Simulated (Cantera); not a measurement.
# Transport properties of process gases

Gas mixture: 100 % C2H2, at 0.00150 bar, frozen composition.

Cantera's kinetic-theory transport with the Lennard-Jones parameters of GRI-Mech 3.0, ideal gas; thermal conductivity in the mixture-averaged form. The composition is frozen, though it would react at the higher temperatures.

```
T (K)  ρ (kg/m³)  cp (J/kg/K)  μ (µPa s)  λ (mW/m/K)     Pr  D (cm²/s) OH  D (cm²/s) O  D (cm²/s) CH4
-----  ---------  -----------  ---------  ----------  -----  ------------  -----------  -------------
400      0.00117         1931       13.6        35.7  0.734           283          289            203
550     0.000854         2170       17.6        51.9  0.737           493          503            358
700     0.000671         2340       21.2        67.5  0.735           745          759            544
850     0.000553         2482       24.4        82.7  0.734          1040         1050            760
1000    0.000470         2608       27.4        97.4  0.734          1360         1390           1000
1150    0.000408         2718       30.2         112  0.734          1720         1750           1270
1300    0.000361         2814       32.8         126  0.734          2110         2150           1560
1450    0.000324         2896       35.3         139  0.734          2530         2580           1870
```
D: mixture-averaged diffusion coefficient of that species in the mixture.
